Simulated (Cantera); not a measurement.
An adiabatic, constant-pressure homogeneous reactor starts with 16.6 % CO, 13.4 % H2, 9.86 % O2, 60.1 % N2, equivalence ratio 1.5, at 1123 K and 1000000 Pa.

Cantera simulation using GRI-Mech 3.0 (53 species, 325 reactions); the numbers are that mechanism's predictions, not measurements. The hydrogen kinetics of GRI-Mech 3.0 are dated; newer H2 mechanisms differ, most at raised pressure.

**Question.** Predict: time of steepest temperature rise; temperature at 0.200 s; equilibrium temperature; x(CO) at 0.200 s; x(H2) at 0.200 s; x(O2) at 0.200 s; x(N2O) at 0.200 s; x(H2O) at 0.200 s.

**Answer.** 
- time of steepest temperature rise: 0.216 ms
- temperature at 0.200 s: 2545 K
- equilibrium temperature: 2545 K
- x(CO) at 0.200 s: 0.0941 (gas-phase equilibrium 0.0941)
- x(H2) at 0.200 s: 0.0210 (gas-phase equilibrium 0.0210)
- x(O2) at 0.200 s: 0.000198 (gas-phase equilibrium 0.000198)
- x(N2O) at 0.200 s: 1.14e-7 (gas-phase equilibrium 1.14e-7)
- x(H2O) at 0.200 s: 0.126 (gas-phase equilibrium 0.126)
